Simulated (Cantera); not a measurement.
A freely propagating, adiabatic, planar premixed flame of H₂ : O₂ : N₂ = 1 : 0.676 : 2.54 (molar parts), equivalence ratio 0.74, unburnt at 448 K and 101000 Pa; mixture-averaged transport, grid criteria slope 0.08 and curve 0.16, no radiation.

Cantera simulation using the H2/O2 subset of GRI-Mech 3.0, which has no nitrogen chemistry; the numbers are that mechanism's predictions, not measurements. Burning velocities carry a grid error of a few per cent, more on coarse grids.

Q: How do the results move with these cheaper or finer settings: unity-Lewis-number transport; multicomponent transport; multicomponent+Soret transport; grid criteria slope 0.5, curve 1; grid criteria slope 0.25, curve 0.5; grid criteria slope 0.03, curve 0.06?

A: 
```
setting                               laminar burning velocity  thermal thickness  peak x(H₂O₂)  peak x(O)  grid points
------------------------------------  ------------------------  -----------------  ------------  ---------  -----------
as above                                              307 cm/s           0.385 mm       5.14e-5     0.0111          113
unity-Lewis-number transport                          243 cm/s           0.297 mm       1.84e-5     0.0128          105
multicomponent transport                              303 cm/s           0.381 mm       5.26e-5     0.0111          114
multicomponent+Soret transport                        277 cm/s           0.376 mm       5.34e-5     0.0108          113
grid criteria slope 0.5, curve 1                      369 cm/s           0.475 mm       4.33e-5     0.0115           35
grid criteria slope 0.25, curve 0.5                   319 cm/s           0.407 mm       4.88e-5     0.0112           52
grid criteria slope 0.03, curve 0.06                  303 cm/s           0.379 mm       5.28e-5     0.0111          250
```
Unity Lewis numbers drop preferential diffusion, which matters most where H2 and H carry the flame; Soret adds thermal diffusion.
